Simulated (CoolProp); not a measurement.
Vapour pressure (MPa) of sulfur hexafluoride: the reference equation beside estimates from Tc = 45.6 °C, pc = 3.755 MPa, ω = 0.210. Clausius-Clapeyron is anchored at -13.95 °C with a constant enthalpy of vaporisation of 13.59 kJ/mol.

The numbers come from the reference Helmholtz-energy equation of state, Guder 2009 in CoolProp.

| T (°C) | reference | Lee-Kesler | Clausius-Clapeyron | van der Waals | Redlich-Kwong |
|---|---|---|---|---|---|
| -24.75 | 0.5897 | 0.5997 | 0.6340 | 1.274 | 0.7645 |
| -19.35 | 0.7040 | 0.7150 | 0.7293 | 1.409 | 0.8935 |
| -13.95 | 0.8340 | 0.8457 | 0.8340 | 1.552 | 1.037 |
| -8.45 | 0.9838 | 0.9960 | 0.9507 | 1.708 | 1.198 |
| -3.05 | 1.149 | 1.162 | 1.076 | 1.869 | 1.372 |
| 2.35 | 1.335 | 1.347 | 1.211 | 2.040 | 1.563 |
| 7.75 | 1.542 | 1.553 | 1.358 | 2.220 | 1.770 |
| 13.15 | 1.771 | 1.782 | 1.515 | 2.410 | 1.996 |
| 18.65 | 2.030 | 2.040 | 1.687 | 2.613 | 2.244 |
| 24.05 | 2.311 | 2.320 | 1.868 | 2.822 | 2.507 |
| 29.45 | 2.621 | 2.629 | 2.061 | 3.041 | 2.790 |
| 34.85 | 2.963 | 2.970 | 2.265 | 3.270 | 3.092 |

Absolute difference from the reference over all 12 rows, mean and median: Lee-Kesler 0.9 and 0.8 %, Clausius-Clapeyron 11.5 and 10.6 %, van der Waals 54.1 and 48.4 %, Redlich-Kwong 16.4 and 15.9 %.
